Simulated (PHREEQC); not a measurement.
PHREEQC input (ion-association model, wateq4f.dat):

```
SOLUTION_MASTER_SPECIES
  An  An-  0  An  62.0  # stands for a non-complexing anion
SOLUTION_SPECIES
  An- = An-
    -log_k 0
    -gamma 3.0 0
PHASES
  Fix_H+
    H+ = H+
    -log_k 0
SOLUTION 1
  temp 25
  units mmol/kgw
  pH 7 charge
  Cl 0.009
  Ba 0.0045
  Na 100
  An 100
END
SELECTED_OUTPUT 1
  -reset false
  -pH true
  -pe true
  -ionic_strength true
  -water true
  -totals Ba Cl Na
  -molalities Hfo_wOH Hfo_wOH2+ Hfo_wO- Hfo_sOH Hfo_sOH2+ Hfo_sO- Hfo_sOHBa+2 Hfo_wOBa+
  -saturation_indices Halite
USER_PUNCH 1
  -headings sigma psi
  10 PUNCH EDL("sigma", "Hfo"), EDL("psi", "Hfo")
PRINT
  -reset false
USE solution 1
SURFACE 1
  Hfo_wOH 0.000292135 600 0.13
  Hfo_sOH 7.30337e-06
EQUILIBRIUM_PHASES 1
  Fix_H+ -4 HAn 10
    -force_equality true
  O2(g) -0.68 10
END
# ... the last block is repeated for the other 16 points of pH, with NaOH or the acid as the point needs
```

Selected output (columns that matter, 15 of 17 rows; pH added in front):

```
pH	mu	Ba	Na	m_Hfo_wOH	m_Hfo_wOH2+	m_Hfo_wO-	m_Hfo_sOH	m_Hfo_sOH2+	m_Hfo_sO-	m_Hfo_sOHBa+2	m_Hfo_wOBa+	si_Halite	sigma	psi
4	0.10026	4.5e-06	0.1	3.8947e-05	0.00025305	1.3732e-07	9.7368e-07	6.3263e-06	3.4331e-09	5.2737e-12	1.385e-16	-7.8512	0.3207	0.14655
4.5	0.10016	4.5e-06	0.1	7.6004e-05	0.00021552	6.1404e-07	1.9001e-06	5.3879e-06	1.5351e-08	1.9608e-11	1.1799e-15	-7.8511	0.2725	0.13827
5	0.10011	4.4999e-06	0.1	0.00011909	0.00017114	1.8986e-06	2.9773e-06	4.2785e-06	4.7464e-08	7.8923e-11	9.3714e-15	-7.8511	0.2146	0.12615
5.5	0.10008	4.4997e-06	0.1	0.00015809	0.00012963	4.4164e-06	3.952e-06	3.2407e-06	1.104e-07	3.4113e-10	7.0987e-14	-7.851	0.15878	0.11099
6.5	0.10004	4.492e-06	0.1	0.00020671	7.1796e-05	1.3633e-05	5.162e-06	1.7929e-06	3.4046e-07	7.9817e-09	3.9254e-12	-7.851	0.07377	0.073901
7	0.10003	4.456e-06	0.1	0.00021745	5.4982e-05	1.9701e-05	5.4036e-06	1.3663e-06	4.8957e-07	4.3925e-08	2.9821e-11	-7.851	0.044839	0.05248
7.5	0.10002	4.2515e-06	0.1	0.00022257	4.3434e-05	2.6128e-05	5.3751e-06	1.0489e-06	6.31e-07	2.4832e-07	2.2477e-10	-7.851	0.02254	0.029557
8	0.10001	3.3993e-06	0.1	0.00022424	3.4593e-05	3.33e-05	4.7622e-06	7.3465e-07	7.0719e-07	1.0993e-06	1.4314e-09	-7.851	0.0043553	0.0060178
8.5	0.10002	1.8198e-06	0.10002	0.00022292	2.6916e-05	4.2295e-05	3.5324e-06	4.2651e-07	6.7022e-07	2.6742e-06	5.9622e-09	-7.8509	-0.012703	-0.017265
9	0.10004	6.1056e-07	0.10005	0.00021816	2.033e-05	5.363e-05	2.5609e-06	2.3865e-07	6.2953e-07	3.8743e-06	1.5108e-08	-7.8508	-0.032074	-0.040189
9.5	0.10007	1.4672e-07	0.1001	0.00020889	1.4559e-05	6.8659e-05	2.1282e-06	1.4833e-07	6.9952e-07	4.3273e-06	2.5995e-08	-7.8506	-0.05687	-0.062304
10.5	0.10048	9.1987e-09	0.10053	0.00016724	5.363e-06	0.00011947	1.6448e-06	5.2744e-08	1.175e-06	4.4309e-06	5.9931e-08	-7.849	-0.13152	-0.10152
11	0.10139	3.2399e-09	0.10147	0.00013169	2.517e-06	0.00015783	1.3101e-06	2.504e-08	1.5702e-06	4.3981e-06	9.8666e-08	-7.8457	-0.18305	-0.1178
11.5	0.10426	1.6724e-09	0.10436	8.8897e-05	8.9552e-07	0.00020216	9.0859e-07	9.1529e-09	2.0662e-06	4.3194e-06	1.7896e-07	-7.8356	-0.24062	-0.13092
12	0.11339	1.5582e-09	0.11351	4.6882e-05	2.0579e-07	0.00024468	5.0998e-07	2.2386e-09	2.6616e-06	4.1295e-06	3.6892e-07	-7.8054	-0.29505	-0.13916
```
